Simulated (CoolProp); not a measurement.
Ethane at 298.15 K and 0.387 MPa flows at 0.5 m/s in a round tube of 100 mm bore and 0.25 µm roughness, fully developed (64/Re and Nu = 3.66 if laminar; Colebrook and Gnielinski if turbulent). Each further row changes one setting.

The numbers come from the reference Helmholtz-energy equation of state, Bücker 2006 in CoolProp.

```
case             Reynolds number  Darcy friction factor  pressure drop (Pa/m)  heat-transfer coefficient (W/(m² K))  mass flow (kg/h)
---------------  ---------------  ---------------------  --------------------  ------------------------------------  ----------------
as stated                  25700                 0.0244                 0.147                                  14.1              68.4
velocity 1 m/s             51300                 0.0208                 0.503                                  24.3               137
diameter 200 mm            51300                 0.0208                0.0628                                  12.2               274
```

Viscosity comes from a separate model (Friend 1991). Thermal conductivity comes from a separate model (Friend 1991).
